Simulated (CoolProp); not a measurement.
R404A at several states: density (kg/m³) from the reference equation and from simpler models built on Tc = 345.3 K, pc = 3.735 MPa, ω = 0.293; each cubic takes its own stable root.

Computed with CoolProp (reference Helmholtz-energy equation of state, Lemmon 2003). It is a pseudo-pure fit of the blend.

```csv
T (K),p (MPa),phase,reference
208.2,0.551,liquid,1364
265.6,1.51,liquid,1184
382.7,4.78,supercritical,241.3
```

**Question.** How far does each simpler model (Redlich-Kwong, Peng-Robinson) lie from the reference over these 3 states: mean and median of the absolute difference, and the worst?

**Answer.** 
- Redlich-Kwong: mean 11.9 %, median 15.6 %, worst -17.6 % at 265.6 K and 1.51 MPa
- Peng-Robinson: mean 1.2 %, median 1.3 %, worst -1.7 % at 265.6 K and 1.51 MPa
